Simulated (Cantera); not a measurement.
A perfectly stirred reactor is fed with N₂O : O₂ = 1 : 0.056 (molar parts), at 0.00590 bar; it is held at 1400 K, and followed from long to short residence time.

Detailed kinetics in Cantera: GRI-Mech 3.0 (53 species, 325 reactions). GRI-Mech 3.0 was tuned for natural gas; its chemistry of N2O as a main component is partial and can be far from experiment. Radical loss at walls, strong at low pressure, is not modelled. The temperature is held fixed by assumption; the heat of reaction is taken as removed at once.

```json
[
 {"quantity": "x(N₂O) at τ = 16.0 s", "before": "0.297", "after": "0.781"},
 {"quantity": "x(O₂) at τ = 16.0 s", "before": "0.218", "after": "0.0994"},
 {"quantity": "x(NO₂) at τ = 16.0 s", "before": "1.50e-5", "after": "1.49e-6"},
 {"quantity": "x(NO) at τ = 16.0 s", "before": "0.0868", "after": "0.0142"},
 {"quantity": "x(N₂) at τ = 16.0 s", "before": "0.398", "after": "0.106"},
 {"quantity": "x(N₂O) at τ = 0.260 s", "before": "0.914", "after": "0.944"},
 {"quantity": "x(O₂) at τ = 0.260 s", "before": "0.0613", "after": "0.0539"},
 {"quantity": "x(NO₂) at τ = 0.260 s", "before": "2.11e-7", "after": "4.84e-9"},
 {"quantity": "x(NO) at τ = 0.260 s", "before": "0.00434", "after": "0.000279"},
 {"quantity": "x(N₂) at τ = 0.260 s", "before": "0.0199", "after": "0.00208"}
]
```

Which change was made?
A. N2O 1 to 0.17 parts
B. temperature 1400 to 1250 K
C. temperature 1400 to 1350 K
D. temperature 1400 to 1173 K

B, temperature 1400 to 1250 K
